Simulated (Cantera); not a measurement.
A closed system holds: 1 mol CH₃F, 0.021 mol Si, at 3548 K and 0.135 Torr.

Method: chemical equilibrium by Gibbs-energy minimisation in Cantera with the NASA 1993 tables (ideal gas, pure condensed phases). Candidate condensed phases: C, C₆H₆, C₇H₈, C₈H₁₈, Si, SiC; 113 gas species. The tables' values for SiF are old estimates; treat these amounts as uncertain. Kinetics and transport are ignored.

Question: What is the equilibrium state?

Answer: 
- x(H): 0.598
- x(F): 0.196
- x(C): 0.196
- x(Si): 0.00418
- x(HF): 0.00341
- x(C₂): 0.00192
- x(CF): 0.000500
- x(H₂): 0.000149
- x(C₃): 0.000145
- gas amount: 4.990 mol
- log10 activity of C(graphite) (absent): -2.07
- log10 activity of Si(l) (absent): -6.19
